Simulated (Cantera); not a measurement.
**Boron, boron nitride and boron oxide: B + H2O + N2 + H2**

Input: 1 mol B, 6.6 mol H2O, 0.7 mol N2, 18 mol H2, at 1.33 mbar.

These are equilibrium values from Cantera (NASA tables, ideal gas, pure condensed phases), not measurements of a reactor. Candidate condensed phases: B, BN, B2O3, B3O3H3, H2O; 39 gas species. Gases not in the tables: H3BO3. The numbers say what is thermodynamically allowed, not how fast it happens.

```json
[
 {"T (°C)": "1175", "x H2": "0.756", "x H2O": "0.179", "x H": "0.000219", "x HBO2": "0.0382", "x N2": "0.0271", "x OH": "1.23e-6", "x BO": "5.16e-7", "x HBO": "6.31e-5"},
 {"T (°C)": "1250", "x H2": "0.755", "x H2O": "0.179", "x H": "0.000550", "x HBO2": "0.0380", "x N2": "0.0271", "x OH": "4.01e-6", "x BO": "1.85e-6", "x HBO": "0.000101"},
 {"T (°C)": "1325", "x H2": "0.755", "x H2O": "0.179", "x H": "0.00127", "x HBO2": "0.0378", "x N2": "0.0271", "x OH": "1.17e-5", "x BO": "5.89e-6", "x HBO": "0.000154"},
 {"T (°C)": "1400", "x H2": "0.753", "x H2O": "0.179", "x H": "0.00271", "x HBO2": "0.0376", "x N2": "0.0271", "x OH": "3.09e-5", "x BO": "1.68e-5", "x HBO": "0.000226"},
 {"T (°C)": "1475", "x H2": "0.751", "x H2O": "0.179", "x H": "0.00542", "x HBO2": "0.0372", "x N2": "0.0271", "x OH": "7.53e-5", "x BO": "4.36e-5", "x HBO": "0.000319"},
 {"T (°C)": "1550", "x H2": "0.746", "x H2O": "0.178", "x H": "0.0103", "x HBO2": "0.0368", "x N2": "0.0270", "x OH": "0.000170", "x BO": "0.000104", "x HBO": "0.000436"},
 {"T (°C)": "1625", "x H2": "0.739", "x H2O": "0.178", "x H": "0.0184", "x HBO2": "0.0362", "x N2": "0.0269", "x OH": "0.000362", "x BO": "0.000230", "x HBO": "0.000576"},
 {"T (°C)": "1700", "x H2": "0.727", "x H2O": "0.177", "x H": "0.0315", "x HBO2": "0.0353", "x N2": "0.0267", "x OH": "0.000726", "x BO": "0.000474", "x HBO": "0.000735"},
 {"T (°C)": "1775", "x H2": "0.709", "x H2O": "0.175", "x H": "0.0516", "x HBO2": "0.0341", "x N2": "0.0264", "x OH": "0.00138", "x BO": "0.000914", "x HBO": "0.000904"}
]
```
x: gas mole fraction; nothing condenses.

From 1175 °C to 1775 °C nothing is condensed.
